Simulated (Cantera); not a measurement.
A perfectly stirred reactor is fed with 84.7 % NH₃, 15.3 % H₂, at 1.01 bar; it is held at 1600 K, and followed from long to short residence time.

Cantera simulation using the gas-phase N/H chemistry of the illustrative SiF4/NH3 mechanism in the Surface Chemkin manual (1991); the numbers are that mechanism's predictions, not measurements. Walls and surfaces, which speed up NH3 decomposition in real reactors, are not modelled.

Question: Predict: x(NH₃) at τ = 3.40 s; x(H₂) at τ = 3.40 s; x(NH₂) at τ = 3.40 s; x(N₂) at τ = 3.40 s; x(N₂H₄) at τ = 3.40 s; x(NH₃) at τ = 35.0 ms; x(H₂) at τ = 35.0 ms; x(NH₂) at τ = 35.0 ms; x(N₂) at τ = 35.0 ms; x(N₂H₄) at τ = 35.0 ms.

Answer: 
```
Property                 Result
----------------------  -------
x(NH₃) at τ = 3.40 s      0.569
x(H₂) at τ = 3.40 s       0.356
x(NH₂) at τ = 3.40 s    6.41e-5
x(N₂) at τ = 3.40 s      0.0754
x(N₂H₄) at τ = 3.40 s   1.17e-7
x(NH₃) at τ = 35.0 ms     0.842
x(H₂) at τ = 35.0 ms      0.156
x(NH₂) at τ = 35.0 ms   8.63e-5
x(N₂) at τ = 35.0 ms    0.00136
x(N₂H₄) at τ = 35.0 ms  2.12e-7
```
